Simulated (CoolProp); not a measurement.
Propylene along the isobar 8.5 bar: fugacity coefficient from the reference equation and from simpler models built on Tc = 91.1 °C, pc = 45.55 bar, ω = 0.146; each cubic takes its own stable root.

Model: reference Helmholtz-energy equation of state, Lemmon 2013, in CoolProp.

| T (°C) | phase | reference |
|---|---|---|
| -136.75 | liquid | 8.705e-5 |
| -107.15 | liquid | 0.002617 |
| -77.45 | liquid | 0.02472 |
| -47.85 | liquid | 0.1171 |
| -18.15 | liquid | 0.3612 |
| 11.45 | liquid | 0.8289 |
| 41.15 | gas | 0.8995 |
| 70.75 | gas | 0.9242 |
| 100.45 | gas | 0.9415 |
| 130.05 | gas | 0.9540 |
| 159.75 | gas | 0.9635 |

Q: How far does each simpler model (van der Waals, Soave-Redlich-Kwong) lie from the reference over these 11 states: mean and median of the absolute difference, and the worst?

A: 
- van der Waals: mean 2125.3 %, median 8.7 %, worst +19084.4 % at -136.75 °C and 8.5 bar
- Soave-Redlich-Kwong: mean 0.6 %, median 0.3 %, worst -1.5 % at -107.15 °C and 8.5 bar

At some of these states van der Waals gives the other phase, because its saturation line lies elsewhere.
